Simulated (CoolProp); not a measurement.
Ethylene at several states: Z from the reference equation and from simpler models built on Tc = 282.4 K, pc = 50.42 bar, ω = 0.087; each cubic takes its own stable root.

Computed with CoolProp (reference Helmholtz-energy equation of state, Smukala 2000).

```tsv
T (K)	p (bar)	phase	reference
425.6	2.78	gas	0.9953
410.6	1.07	gas	0.9979
332.7	10.2	gas	0.9584
144.5	224	liquid	0.8476
416.5	0.107	gas	0.9998
```

Q: How far does each simpler model (Redlich-Kwong, Soave-Redlich-Kwong, Peng-Robinson) lie from the reference over these 5 states: mean and median of the absolute difference, and the worst?

A: 
- Redlich-Kwong: mean 0.7 %, median 0.1 %, worst +3.3 % at 144.5 K and 224 bar
- Soave-Redlich-Kwong: mean 0.7 %, median 0.0 %, worst +3.5 % at 144.5 K and 224 bar
- Peng-Robinson: mean 1.7 %, median 0.1 %, worst -7.7 % at 144.5 K and 224 bar
